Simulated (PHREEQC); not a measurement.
## Spent oxide etchant (model solution)

Consider water at 25 °C with 0.0095 mol/kgw HF, 0.0002 mol/kgw (NH4)2SiF6 and 0.0011 mol/kgw HBF4. Closed to the air; pH follows from the charge balance.

Model: ion-association model, phreeqc.dat, run in PHREEQC.

This is a speciation only: nothing precipitates in the calculation.

What pH, ionic strength does the model give?

pH 2.54; ionic strength 0.00364 mol/kgw.

In which forms is B present?

BF4- 93 %, BF3OH- 4.5 %, H3BO3 1.9 %, BF2(OH)2- 0.8 % of the B.

SiF6-2 is the database's only silicon fluoride. Real BF4- forms and hydrolyses slowly; the run takes it at equilibrium.
